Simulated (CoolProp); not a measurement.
m-xylene along the isobar 5.28 MPa: Z from the reference equation and from simpler models built on Tc = 616.9 K, pc = 3.535 MPa, ω = 0.326; each cubic takes its own stable root.

Values from CoolProp's reference Helmholtz-energy equation of state, Zhou 2012.

```tsv
T (K)	phase	reference
381.3	liquid	0.2233
392	liquid	0.2199
402.7	liquid	0.2168
413.4	liquid	0.2140
424.2	liquid	0.2114
434.9	liquid	0.2090
445.6	liquid	0.2070
456.3	liquid	0.2052
467	liquid	0.2036
477.7	liquid	0.2023
488.5	liquid	0.2013
499.2	liquid	0.2006
509.9	liquid	0.2001
520.6	liquid	0.2000
```

### Question
How far does each simpler model (van der Waals, Peng-Robinson) lie from the reference over these 14 states: mean and median of the absolute difference, and the worst?

### Answer
- van der Waals: mean 69.3 %, median 69.4 %, worst +72.1 % at 381.3 K and 5.28 MPa
- Peng-Robinson: mean 1.8 %, median 1.6 %, worst +2.9 % at 520.6 K and 5.28 MPa
